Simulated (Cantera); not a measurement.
Feed: 1 mol B₂H₆, 0.27 mol O₂, a varied amount of NH₃, equilibrated at 57.0 Torr.

Equilibrium computed with Cantera from the NASA thermochemical tables; the gas is ideal and each condensed phase is pure. Candidate condensed phases: B, BN, B₂O₃, B₃O₃H₃, H₂O; 39 gas species. The feed counts by its element totals alone. Mutual solubility and eutectic melting of coexisting phases are not modelled. Kinetics and transport are ignored.

### Question
What condenses at these points (T in K, n(NH₃) in mol): (1798, 6.9); (998, 1); (1198, 1); (1398, 13); (1398, 6.9); (1998, 1); (1998, 16); (2398, 6.9)?

### Answer
```
T (K)  n(NH₃) in mol  condensed phases  B condensed (%)
-----  -------------  ----------------  ---------------
1798             6.9                BN             78.1
998                1     B + BN + B₂O₃             98.9
1198               1     B + BN + B₂O₃             98.7
1398              13         BN + B₂O₃             97.8
1398             6.9         BN + B₂O₃             98.7
1998               1            B + BN             73.1
1998              16                BN             73.4
2398             6.9                 B             70.3
```
